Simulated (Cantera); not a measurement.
An adiabatic, constant-pressure homogeneous reactor starts with C₂H₄ : O₂ : N₂ : H₂O = 1 : 4.92 : 16.7 : 0.026 (molar parts), equivalence ratio 0.61, at 1625 K and 2.90 bar.

Model: GRI-Mech 3.0 (53 species, 325 reactions), integrated in Cantera. GRI-Mech 3.0 was tuned for natural gas; its chemistry of ethylene as a main component is partial and can be far from experiment.

Q: Predict: time of steepest temperature rise; temperature at 0.300 s; equilibrium temperature; x(O₂) at 0.300 s; x(H₂O₂) at 0.300 s; x(H₂) at 0.300 s; x(O) at 0.300 s.

A: 
```
Quantity                                                            Result
---------------------------------  ---------------------------------------
time of steepest temperature rise                                  8.88 µs
temperature at 0.300 s                                              2760 K
equilibrium temperature                                             2760 K
x(O₂) at 0.300 s                     0.0767 (gas-phase equilibrium 0.0767)
x(H₂O₂) at 0.300 s                 4.18e-7 (gas-phase equilibrium 4.18e-7)
x(H₂) at 0.300 s                   0.00301 (gas-phase equilibrium 0.00301)
x(O) at 0.300 s                    0.00757 (gas-phase equilibrium 0.00757)
```
